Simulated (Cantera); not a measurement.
## NO annealing gas

An isothermal, constant-pressure homogeneous reactor starts with NO : N2 = 1 : 0.11 (molar parts), at 1550 K and 101000 Pa.

Detailed kinetics in Cantera: GRI-Mech 3.0 (53 species, 325 reactions).

```tsv
t (s)	x NO	x O2	x NO2	x N2O	x O	x N2
2.00e-5	0.901	9.77e-11	2.09e-7	2.82e-7	7.37e-8	0.0991
4.55e-5	0.901	2.84e-10	5.67e-7	6.42e-7	7.59e-8	0.0991
0.000104	0.901	8.03e-10	1.39e-6	1.46e-6	7.68e-8	0.0991
0.000236	0.901	2.47e-9	3.27e-6	3.31e-6	7.88e-8	0.0991
0.000537	0.901	9.01e-9	7.58e-6	7.47e-6	8.36e-8	0.0991
0.00122	0.901	3.99e-8	1.76e-5	1.67e-5	9.44e-8	0.0991
0.00278	0.901	2.21e-7	4.13e-5	3.66e-5	1.19e-7	0.0991
0.00632	0.901	1.51e-6	9.87e-5	7.67e-5	1.77e-7	0.0991
0.0144	0.900	1.28e-5	0.000235	0.000145	3.03e-7	0.0992
0.0328	0.900	0.000107	0.000481	0.000229	5.06e-7	0.0994
0.0746	0.899	0.000580	0.000665	0.000277	6.50e-7	0.0999
0.170	0.896	0.00187	0.000749	0.000282	7.22e-7	0.101
0.386	0.890	0.00481	0.000882	0.000278	8.42e-7	0.104
0.879	0.876	0.0114	0.00112	0.000269	1.06e-6	0.111
2.00	0.847	0.0258	0.00148	0.000251	1.42e-6	0.126
```
x: mole fraction; the columns are a selection and need not sum to one.

Equilibrium at this temperature and pressure: NO 0.00190, O2 0.449, NO2 1.29e-5, N2O 9.65e-8, O 5.25e-6, N2 0.549 (gas phase only).
